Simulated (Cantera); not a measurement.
A closed system holds: 1 mol SiH2Cl2, 12 mol H2O, 12 mol H2, held at 13300 Pa.

Equilibrium computed with Cantera from the NASA thermochemical tables; the gas is ideal and each condensed phase is pure. Candidate condensed phases: H2O, Si, SiO2; 30 gas species. The tables hold silica as quartz up to 1696 K and as liquid above; real silica turns to tridymite and cristobalite and melts near 1996 K. Gases not in the tables: Si(OH)4. Kinetics and transport are ignored.

Question: Which condensed phases are stable at each of these points (T (K)): 750, 850, 950, 1050, 1150, 1250, 1350, 1450, 1550, 1650, 1750, 1850, 1950, 2050?

Answer: 
| T (K) | condensed phases | Si condensed (%) |
|---|---|---|
| 750 | SiO2(α-quartz) | 100.0 |
| 850 | SiO2(β-quartz) | 100.0 |
| 950 | SiO2(β-quartz) | 100.0 |
| 1050 | SiO2(β-quartz) | 100.0 |
| 1150 | SiO2(β-quartz) | 100.0 |
| 1250 | SiO2(β-quartz) | 100.0 |
| 1350 | SiO2(β-quartz) | 100.0 |
| 1450 | SiO2(β-quartz) | 100.0 |
| 1550 | SiO2(β-quartz) | 100.0 |
| 1650 | SiO2(β-quartz) | 100.0 |
| 1750 | SiO2(condensed) | 100.0 |
| 1850 | SiO2(condensed) | 99.8 |
| 1950 | SiO2(condensed) | 99.1 |
| 2050 | SiO2(l) | 95.8 |

At 750 K the condensed part is SiO2(α-quartz). From 850 K to 1650 K the condensed part is SiO2(β-quartz). From 1750 K to 1950 K the condensed part is SiO2(condensed). At 2050 K the condensed part is SiO2(l).
